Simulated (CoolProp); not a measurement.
A single-stage vapour-compression cycle with R143a: evaporating at 256.15 K (dew point), condensing at 276.15 K (bubble point), superheat 8 K, subcooling 5 K, compressor efficiency 0.9, no pressure losses. Each further row changes one setting.

Model: reference Helmholtz-energy equation of state, Lemmon and Jacobsen 2000, in CoolProp.

```json
[
 {"case": "as stated", "cooling COP": "10.8", "pressure ratio": "1.93", "discharge temperature (K)": "289.6", "refrigerating effect (kJ/kg)": "190", "volumetric capacity (kJ/m³)": "2820"},
 {"case": "evaporating temperature 261.15 K", "cooling COP": "14.9", "pressure ratio": "1.62", "discharge temperature (K)": "288.1", "refrigerating effect (kJ/kg)": "193", "volumetric capacity (kJ/m³)": "3400"},
 {"case": "condensing temperature 271.15 K", "cooling COP": "14.7", "pressure ratio": "1.66", "discharge temperature (K)": "283.4", "refrigerating effect (kJ/kg)": "197", "volumetric capacity (kJ/m³)": "2930"},
 {"case": "subcooling 10 K", "cooling COP": "11.2", "pressure ratio": "1.93", "discharge temperature (K)": "289.6", "refrigerating effect (kJ/kg)": "197", "volumetric capacity (kJ/m³)": "2930"},
 {"case": "superheat 18 K", "cooling COP": "10.7", "pressure ratio": "1.93", "discharge temperature (K)": "299.6", "refrigerating effect (kJ/kg)": "199", "volumetric capacity (kJ/m³)": "2820"},
 {"case": "compressor efficiency 0.8", "cooling COP": "9.56", "pressure ratio": "1.93", "discharge temperature (K)": "291.6", "refrigerating effect (kJ/kg)": "190", "volumetric capacity (kJ/m³)": "2820"}
]
```
